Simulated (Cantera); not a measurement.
Input (Python, Cantera) and output of one run.

```python
import numpy as np
import cantera as ct

gas_names = """
    B BF BF2 BF3 BH BHF2 BH2 BH3 BN BO BOF BOF2 BO2 B2 B2O B2O2 B2O3 B3O3F3 B3O3H3 F FO FO2 F2 F2O H HBO
    HBO2 HF HNO HNO2 HNO3 HOF HO2 H2 H2F2 H2O H2O2 H3B3O6 H3F3 H4F4 H5F5 H6F6 H7F7 N NF NF2 NF3 NH NH2
    NH3 NH2OH NO NO2 NO3 N2 N2H2 N2H4 N2O O OH O2 O3
""".split()
cond_names = """
    B(b) B(L) BN(s) B2O3(L) B3O3H3(cr) H2O(s) H2O(L)
""".split()


def load(file, names, dense=False):
    # The tables refer to 1 bar. Condensed volumes are neglected.
    table = {s.name: s for s in ct.Species.list_from_file(file)}
    out = []
    for n in names:
        d = dict(table[n].input_data)
        d["thermo"] = dict(d["thermo"], **{"reference-pressure": 1e5})
        if dense:
            d["equation-of-state"] = {"model": "constant-volume", "density": "1e6 g/cm^3"}
        out.append(ct.Species.from_dict(d))
    return out


gas = ct.Solution(thermo="ideal-gas", species=load("nasa_gas.yaml", gas_names))
cond = {s.name: ct.Solution(thermo="fixed-stoichiometry", species=[s], name=s.name)
        for s in load("nasa_condensed.yaml", cond_names, dense=True)}
atoms = {
    'BF3': {'B': 1, 'F': 3},
    'O2': {'O': 2},
    'NH3': {'N': 1, 'H': 3},
}
top_T = {'BN(s)': 3200}  # K; cautious upper limits of use, not melting points


def equilibrate(T, P, feed):
    n = {}
    for name, mol in feed.items():
        for a, k in atoms[name].items():
            n[a] = n.get(a, 0.0) + k * mol
    gas.TPX = T, P, n
    mass = sum(n.values()) * gas.mean_molecular_weight
    gas.equilibrate("TP")
    valid = [c for c in cond.values() if c.min_temp <= T <= top_T.get(c.name, c.max_temp)]
    mix = ct.Mixture([(gas, mass / gas.mean_molecular_weight)] + [(c, 0.0) for c in valid])
    mix.T, mix.P = T, P
    mix.equilibrate("TP", solver="vcs", rtol=1e-11, max_steps=5000)
    return mix


results = []
feed = {'BF3': 1, 'O2': 1.5, 'NH3': 28}  # mol
P = 22000  # Pa
for T in [1023, 1098, 1173, 1248, 1323, 1398, 1473, 1548, 1623, 1698]:
    mix = equilibrate(T, P, feed)
    results.append((T, P, feed, dict(zip(mix.species_names, mix.species_moles))))

top = {s: max(r[3][s] / sum(r[3][g] for g in gas_names) for r in results) for s in gas_names}
cols = sorted((s for s in top if top[s] > 0.001), key=lambda s: -top[s])[:9]
seen = [c for c in cond_names if any(r[3].get(c, 0) > 1e-12 for r in results)]
print("log10 of partial pressures in bar; condensed amounts in mol")
print(f"{'T/K':>10s}" + "".join(f"{s[:9]:>10s}" for s in cols + seen))
for T, P, feed, n in results:
    ng = sum(n[g] for g in gas_names)
    print(f"{T:10.4g}" + "".join(f"{np.log10(max(n[s] / ng * P / 1e5, 1e-99)):10.3f}" for s in cols)
          + "".join(f"{n.get(c, 0):10.4g}" for c in seen))
```

Output:

```
log10 of partial pressures in bar; condensed amounts in mol
       T/K        H2        N2       H2O        HF       BOF       BF3      HBO2   B2O3(L)
      1023    -0.824    -1.269    -2.055    -2.270    -5.006    -2.733    -5.404     0.171
      1098    -0.824    -1.269    -2.073    -2.217    -4.372    -2.793    -4.810    0.2023
      1173    -0.825    -1.270    -2.090    -2.175    -3.827    -2.860    -4.296    0.2211
      1248    -0.825    -1.270    -2.106    -2.145    -3.358    -2.942    -3.848    0.2116
      1323    -0.827    -1.272    -2.119    -2.132    -2.959    -3.059    -3.454     0.145
      1398    -0.829    -1.273    -2.130    -2.140    -2.648    -3.248    -3.126         0
      1473    -0.829    -1.274    -2.150    -2.106    -2.577    -3.534    -3.093         0
      1548    -0.830    -1.275    -2.161    -2.088    -2.552    -3.863    -3.083         0
      1623    -0.830    -1.275    -2.167    -2.079    -2.544    -4.195    -3.076         0
      1698    -0.830    -1.275    -2.170    -2.075    -2.543    -4.513    -3.070         0
```

These are equilibrium values from Cantera (NASA tables, ideal gas, pure condensed phases), not measurements of a reactor. Gases not in the tables: H3BO3.
